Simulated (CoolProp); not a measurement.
Vapour-liquid equilibrium of CH2F2 (R32) (1) + R143a (2) at 0.00222 MPa; x and y are mole fractions of (1).

Model: multi-fluid Helmholtz-energy mixture model, Tillner-Roth 1997 and Lemmon and Jacobsen 2000; pair parameters Bell 2016, in CoolProp.

| x | bubble temperature (K) | y at the bubble point | dew temperature at overall composition x (K) | liquid density (mol/L) |
|---|---|---|---|---|
| 0.05 | 168.1 | 0.097 | 168.4 | 15.97 |
| 0.15 | 167.3 | 0.244 | 167.8 | 16.70 |
| 0.25 | 166.8 | 0.353 | 167.3 | 17.49 |
| 0.35 | 166.4 | 0.437 | 166.8 | 18.33 |
| 0.45 | 166.2 | 0.508 | 166.3 | 19.25 |
| 0.55 | 166.1 | 0.571 | 166.1 | 20.24 |
| 0.65 | 166.1 | 0.635 | 166.1 | 21.33 |
| 0.75 | 166.2 | 0.704 | 166.3 | 22.51 |
| 0.85 | 166.4 | 0.791 | 166.7 | 23.82 |
| 0.95 | 167.0 | 0.914 | 167.1 | 25.25 |

y crosses x between x = 0.55 and 0.65: the model has an azeotrope there.

The pair parameters rest on a limited set of measurements; away from them the model extrapolates.
